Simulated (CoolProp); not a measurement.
Saturation properties of acetone.

Model: reference Helmholtz-energy equation of state, Lemmon 2006, in CoolProp. It is a short technical equation, of lower accuracy than the large ones.

```csv
T (°C),p (MPa),liquid density (kg/m³),enthalpy of vaporisation (kJ/kg)
47.45,0.07475,[?],510.8
58.35,0.1095,746.2,498.9
69.15,0.1554,733.2,486.7
80.05,0.2158,719.7,473.8
90.85,0.2923,705.9,[?]
101.75,0.3893,691.5,446.4
112.65,0.5093,676.5,431.5
123.45,0.6541,661.0,415.9
134.35,0.8300,644.5,399.0
145.15,1.037,627.3,381.1
156.05,1.284,608.8,[?]
166.85,1.570,589.1,340.3
177.75,1.905,567.6,[?]
188.65,2.293,543.7,289.9
199.45,2.734,517.0,259.5
```

Problem. Fill in the missing entries.

Solution. 
- 47.45, liquid density (kg/m³): 759.1
- 90.85, enthalpy of vaporisation (kJ/kg): 460.5
- 156.05, enthalpy of vaporisation (kJ/kg): 361.5
- 177.75, enthalpy of vaporisation (kJ/kg): 316.6

It boils at 56.1 °C under 1 atm.
